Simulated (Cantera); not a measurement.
Feed: 1 mol SiO2, 1.2 mol BCl3, 2.4 mol O2, equilibrated at 802 °C and 1.33 mbar.

These are equilibrium values from Cantera (NASA tables, ideal gas, pure condensed phases), not measurements of a reactor. Candidate condensed phases: B, B2O3, Si, SiO2; 27 gas species. Mutual solubility and eutectic melting of coexisting phases are not modelled. Condensed phases not in the tables: borates and borosilicate glass, alloys, solid solutions and most ternary compounds. Kinetics and transport are ignored.

Base state: Cl2 0.528, O2 0.450, Cl 0.0220, ClO 2.77e-5 (mole fractions); condensed: B2O3(l) + SiO2(β-quartz).

### Question
What changes in the equilibrium state with this change: temperature from 802 °C to 1352 °C?

### Answer
| species | before | after |
|---|---|---|
| Cl | 0.0220 | 0.580 |
| O2 | 0.450 | 0.273 |
| B2O3 | 7.02e-8 | 0.0976 |
| Cl2 | 0.528 | 0.0277 |
| BOCl | 1.05e-6 | 0.0152 |
| BO2 | 3.63e-8 | 0.00641 |
| O | 2.41e-8 | 0.000279 |
| ClO | 2.77e-5 | 0.000234 |
| B2O3(l), mol | 0.600 | 0 |
| SiO2(β-quartz), mol | 1.00 | 1.00 |
The tables' values for BOCl are old estimates; treat these amounts as uncertain. The tables hold silica as quartz up to 1696 K and as liquid above; real silica turns to tridymite and cristobalite and melts near 1996 K.

### Question
What changes in the equilibrium state with this change: O2 from 2.4 to 0.36 mol?

### Answer
| species | before | after |
|---|---|---|
| Cl2 | 0.528 | 0.494 |
| BCl3 | 1.43e-7 | 0.343 |
| B3O3Cl3 | 3.39e-8 | 0.0812 |
| O2 | 0.450 | 1.23e-9 |
| SiCl4 | <1e-9 | 0.0605 |
| Cl | 0.0220 | 0.0212 |
| ClO | 2.77e-5 | 1.40e-9 |
| BOCl | 1.05e-6 | 0.000140 |
| B2O3(l), mol | 0.600 | 0.182 |
| SiO2(β-quartz), mol | 1.00 | 0.914 |
The tables' values for BOCl are old estimates; treat these amounts as uncertain.
